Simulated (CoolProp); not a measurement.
Properties of trans-2-butene along the isobar 101 kPa (Tc = 428.6 K, pc = 4019 kPa, ω = 0.210).

Model: reference Helmholtz-energy equation of state, Lemmon 2005, in CoolProp. It is a short technical equation, of lower accuracy than the large ones.

```csv
T (K),phase,density (kg/m³),isothermal compressibility (1/MPa)
221.3,liquid,682.8,0.001174
229.9,liquid,673.9,0.001279
238.6,liquid,664.8,0.001398
247.2,liquid,655.7,0.001531
255.9,liquid,646.4,0.001685
264.5,liquid,637.0,0.001858
273.2,liquid,627.4,0.002060
281.8,gas,2.514,10.31
```
